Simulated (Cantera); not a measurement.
An isothermal, constant-pressure homogeneous reactor starts with C2H6 : N2 = 1 : 20 (molar parts), at 1598 K and 0.132 atm. Integrator tolerance rtol = 1e-08.

Model: GRI-Mech 3.0 (53 species, 325 reactions), integrated in Cantera. GRI-Mech 3.0 stops at C3 and has no aromatics, soot or wall deposition, so with more carbon than oxygen in the feed, carbon stays in small species such as C2H2 where larger ones or solid carbon would form.

Question: What does this change do: C2H6 1 to 2.6 parts?

Answer: 
```
quantity                                              before                                      after
-----------------  -----------------------------------------  -----------------------------------------
x(C2H6) at 50.0 s   3.16e-9 (gas-phase equilibrium 9.12e-10)    2.74e-8 (gas-phase equilibrium 1.36e-8)
x(CH4) at 50.0 s   0.000245 (gas-phase equilibrium 0.000127)   0.00102 (gas-phase equilibrium 0.000721)
x(C2H4) at 50.0 s    5.61e-5 (gas-phase equilibrium 1.84e-5)  0.000258 (gas-phase equilibrium 0.000128)
x(CH2) at 50.0 s    1.15e-9 (gas-phase equilibrium 5.98e-10)    2.24e-9 (gas-phase equilibrium 1.58e-9)
x(C2H2) at 50.0 s      0.0433 (gas-phase equilibrium 0.0142)      0.0929 (gas-phase equilibrium 0.0460)
```

Question: What does this change do: 0.54 parts H2O added?

Answer: 
```
quantity                                              before                                      after
-----------------  -----------------------------------------  -----------------------------------------
x(C2H6) at 50.0 s   3.16e-9 (gas-phase equilibrium 9.12e-10)   1.93e-8 (gas-phase equilibrium 9.62e-10)
x(CH4) at 50.0 s   0.000245 (gas-phase equilibrium 0.000127)  0.000820 (gas-phase equilibrium 0.000152)
x(C2H4) at 50.0 s    5.61e-5 (gas-phase equilibrium 1.84e-5)    5.22e-5 (gas-phase equilibrium 1.45e-5)
x(CH2) at 50.0 s    1.15e-9 (gas-phase equilibrium 5.98e-10)   3.01e-9 (gas-phase equilibrium 5.30e-10)
x(C2H2) at 50.0 s      0.0433 (gas-phase equilibrium 0.0142)     0.0303 (gas-phase equilibrium 0.00829)
```
